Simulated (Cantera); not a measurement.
# Cu2O + CH4 + H2 (carbothermic reduction)

A closed system holds: 1 mol Cu2O, 0.85 mol CH4, 3.4 mol H2, equilibrated at 33.8 Torr.

Equilibrium computed with Cantera from the NASA thermochemical tables; the gas is ideal and each condensed phase is pure. Candidate condensed phases: C, C6H6, C7H8, C8H18, Cu, CuO, Cu(OH)2, Cu2O, H2O; 113 gas species. Kinetics and transport are ignored.

| T (K) | log p H2 | log p Cu | log p CO | log p H2O | log p H | n Cu(l) |
|---|---|---|---|---|---|---|
| 1498 | -1.43 | -5.10 | -2.20 | -2.97 | -5.48 | 2.00 |
| 1598 | -1.43 | -4.41 | -2.20 | -2.97 | -4.99 | 1.99 |
| 1698 | -1.43 | -3.81 | -2.20 | -2.97 | -4.55 | 1.98 |
| 1798 | -1.43 | -3.28 | -2.20 | -2.97 | -4.17 | 1.93 |
| 1898 | -1.44 | -2.80 | -2.21 | -2.98 | -3.83 | 1.78 |
| 1998 | -1.47 | -2.37 | -2.24 | -3.01 | -3.53 | 1.38 |
| 2098 | -1.55 | -1.99 | -2.31 | -3.08 | -3.29 | 0.210 |
| 2198 | -1.56 | -1.95 | -2.32 | -3.09 | -3.04 | 0 |
log p: log10 of the partial pressure in bar; n: condensed amount in mol.

From 1498 K to 2098 K the condensed part is Cu(l). At 2198 K nothing is condensed. The main Cu-bearing gas is Cu throughout. The share of Cu in condensed phases is highest at 1498 K (99.9 %) and lowest at 2198 K (0.0 %).
